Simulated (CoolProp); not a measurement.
Model: reference Helmholtz-energy equation of state, Lemmon 2016, in CoolProp.

Problem. Give the vapour pressure (MPa), liquid density (kg/m³), vapour density (kg/m³), enthalpy of vaporisation (kJ/kg) of saturated R115 at 223.8, 229.5, 274.7 K.

Solution. 
| T (K) | p (MPa) | liquid density (kg/m³) | vapour density (kg/m³) | enthalpy of vaporisation (kJ/kg) |
|---|---|---|---|---|
| 223.8 | 0.0629 | 1580 | 5.38 | 129 |
| 229.5 | 0.0827 | 1560 | 6.95 | 127 |
| 274.7 | 0.463 | 1390 | 35.8 | 108 |
